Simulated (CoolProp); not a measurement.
n-perfluorohexane at several states: fugacity coefficient from the reference equation and from simpler models built on Tc = 448.0 K, pc = 17.42 bar, ω = 0.497; each cubic takes its own stable root.

The numbers come from the reference Helmholtz-energy equation of state, Gao 2022 in CoolProp.

```tsv
T (K)	p (bar)	phase	reference	Redlich-Kwong	Soave-Redlich-Kwong
374.6	1.26	gas	[?]	0.9593	[?]
376.3	0.326	gas	0.9880	0.9896	0.9882
439.4	84.5	liquid	[?]	0.2411	0.2331
288.2	1.58	liquid	0.1174	0.4351	0.1175
```

Some entries are withheld; supply them.


- 374.6, reference: 0.9528
- 374.6, Soave-Redlich-Kwong: 0.9538
- 439.4, reference: 0.2043
